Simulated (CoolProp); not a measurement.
Vapour-liquid equilibrium of ethane (1) + propane (2) at -42.85 °C; x and y are mole fractions of (1).

Computed with CoolProp (multi-fluid Helmholtz-energy mixture model, Bücker 2006 and Lemmon 2009; pair parameters Kunz 2012).

| x | bubble pressure, mixture model (MPa) | bubble pressure, Raoult's law (MPa) | y, mixture model | y, Raoult's law |
|---|---|---|---|---|
| 0.05 | 0.1256 | 0.1285 | 0.250 | 0.275 |
| 0.125 | 0.1667 | 0.1742 | 0.470 | 0.507 |
| 0.2 | 0.2077 | 0.2199 | 0.605 | 0.643 |
| 0.275 | 0.2492 | 0.2656 | 0.696 | 0.732 |
| 0.35 | 0.2915 | 0.3113 | 0.763 | 0.795 |
| 0.425 | 0.3348 | 0.3570 | 0.815 | 0.842 |
| 0.5 | 0.3793 | 0.4027 | 0.856 | 0.878 |
| 0.575 | 0.4251 | 0.4484 | 0.889 | 0.907 |
| 0.65 | 0.4722 | 0.4941 | 0.916 | 0.931 |
| 0.725 | 0.5207 | 0.5398 | 0.940 | 0.950 |
| 0.8 | 0.5703 | 0.5854 | 0.960 | 0.966 |
| 0.875 | 0.6210 | 0.6311 | 0.977 | 0.981 |
| 0.95 | 0.6725 | 0.6768 | 0.991 | 0.993 |

The largest gap from Raoult's law is -6.4 % in bubble pressure, at x = 0.35. No azeotrope shows between x = 0.05 and 0.95.

The pair parameters rest on a limited set of measurements; away from them the model extrapolates.
